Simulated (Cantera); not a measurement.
Cantera run:

```python
import numpy as np
import cantera as ct

gas_names = """
    B BF BF2 BF3 BH BHF2 BH2 BH3 BN B2 F F2 H HF H2 H2F2 H3F3 H4F4 H5F5 H6F6 H7F7 N NF NF2 NF3 NH NH2
    NH3 N2 N2H2 N2H4
""".split()
cond_names = """
    B(b) B(L) BN(s)
""".split()


# ... load() reads the species with a 1 bar reference pressure and builds the phases ...
atoms = {
    'BN': {'B': 1, 'N': 1},
    'HF': {'H': 1, 'F': 1},
    'H2': {'H': 2},
}
top_T = {'BN(s)': 3200}  # K; cautious upper limits of use, not melting points


# ... equilibrate(T, P, feed) seeds the gas with the atoms and calls Mixture.equilibrate('TP', solver="vcs", rtol=1e-11, max_steps=5000) ...
results = []
feed = {'BN': 1, 'HF': 39, 'H2': 4.8}  # mol
T = 2023  # K
P = 10000  # Pa
mix = equilibrate(T, P, feed)
results.append((T, P, feed, dict(zip(mix.species_names, mix.species_moles))))
x = sorted(zip(gas.X, gas.species_names), reverse=True)
print(f"T = {T:g} K  P = {P:g} Pa  gas = {mix.phase_moles(0):.4g} mol")
print("   x: " + "  ".join(f"{s} {v:.3e}" for v, s in x if v > 1e-06))
print("   condensed (mol): " + ("  ".join(f"{mix.phase(i).name} {mix.phase_moles(i):.4g}"
      for i in range(1, mix.n_phases) if mix.phase_moles(i) > 1e-12) or "none"))
```

It prints:

```
T = 2023 K  P = 10000 Pa  gas = 43.86 mol
   x: HF 8.213e-01  H2 1.423e-01  BF3 2.233e-02  N2 1.140e-02  H 2.265e-03  BF2 4.284e-04  BHF2 3.643e-05  F 5.897e-06  BF 5.400e-06
   condensed (mol): none
```

These are equilibrium values from Cantera (NASA tables, ideal gas, pure condensed phases), not measurements of a reactor. The tables' values for BF2 are old estimates; treat these amounts as uncertain.
